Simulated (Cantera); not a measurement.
## Dilute partial oxidation

A perfectly stirred reactor is fed with 2.64 % C2H4, 1.98 % O2, 94.3 % N2, 1.13 % CH4, at 0.987 atm; it is held at 1200 K, and followed from long to short residence time.

Detailed kinetics in Cantera: GRI-Mech 3.0 (53 species, 325 reactions). GRI-Mech 3.0 was tuned for natural gas; its chemistry of ethylene as a main component is partial and can be far from experiment. GRI-Mech 3.0 stops at C3 and has no aromatics, soot or wall deposition, so with more carbon than oxygen in the feed, carbon stays in small species such as C2H2 where larger ones or solid carbon would form. The temperature is held fixed by assumption; the heat of reaction is taken as removed at once.

```tsv
τ (s)	x C2H4	x O2	x H2O2	x CH3	x H2	x O
3.5	0.00437	0.000468	5.47e-9	6.22e-6	0.0270	1.95e-9
1.3	0.00539	0.000729	1.25e-8	9.70e-6	0.0258	4.93e-9
0.48	0.00682	0.00113	2.94e-8	1.51e-5	0.0240	1.23e-8
0.18	0.00863	0.00173	7.21e-8	2.31e-5	0.0217	2.95e-8
0.066	0.0108	0.00270	2.00e-7	3.50e-5	0.0189	6.93e-8
0.024	0.0131	0.00417	6.13e-7	5.19e-5	0.0157	1.54e-7
0.0090	0.0154	0.00612	1.80e-6	7.34e-5	0.0124	3.14e-7
0.0033	0.0176	0.00861	4.71e-6	0.000101	0.00912	6.13e-7
0.0012	0.0198	0.0115	9.67e-6	0.000132	0.00606	1.12e-6
0.00046	0.0221	0.0146	1.32e-5	0.000158	0.00352	1.75e-6
```
x: mole fraction; the columns are a selection and need not sum to one.
